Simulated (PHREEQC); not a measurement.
Consider water at 25 °C with 0.14 mol/kgw HF, 0.00061 mol/kgw NH4HF2 and 4.7e-06 mol/kgw H4SiO4. It is in equilibrium with CO2 at log p = -2 (atm). Otherwise closed; pH follows from the charge balance.

Model: ion-association model, phreeqc.dat, run in PHREEQC.

The ionic strength comes out as 0.0127 mol/kgw. What activity coefficients do H+, NH4+, HF2-, SiF6-2, F- get?

H+ 0.91, NH4+ 0.89, HF2- 0.89, SiF6-2 0.64, F- 0.89.

Precipitation was switched off in this run. Species that the database lacks are ignored. SiF6-2 is the database's only silicon fluoride.
